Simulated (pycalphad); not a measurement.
## Phase fractions of Al-0.4249Si-0.8037Fe (wt.%)

Computed with pycalphad from the COST 507 light-alloy database (1999), at 1 atm. The data set is of 1999 and partly superseded. Phase fractions are per mole of atoms.

| T (K) | liquid | fcc | AL13FE4 | ALFESI_ALPHA | ALFESI_BETA | diamond (Si) |
|---|---|---|---|---|---|---|
| 950 | 1.000 | - | - | - | - | - |
| 900 | - | 0.983 | 0.009 | 0.008 | - | - |
| 850 | - | 0.980 | - | 0.020 | - | - |
| 800 | - | 0.980 | - | 0.020 | - | - |
| 750 | - | 0.978 | - | 0.016 | 0.006 | - |
| 700 | - | 0.976 | - | 0.009 | 0.015 | - |
| 650 | - | 0.975 | - | 0.004 | 0.021 | - |
| 600 | - | 0.974 | - | 0.001 | 0.025 | - |
| 550 | - | 0.974 | - | - | 0.026 | - |
| 500 | - | 0.974 | - | - | 0.026 | trace |

Database names, with the compositions (at.%) that they take in these runs: AL13FE4: Al 76 Fe 24; ALFESI_ALPHA: Al 72-74 Fe 19 Si 7-9; ALFESI_BETA: Al 70 Si 15 Fe 15.
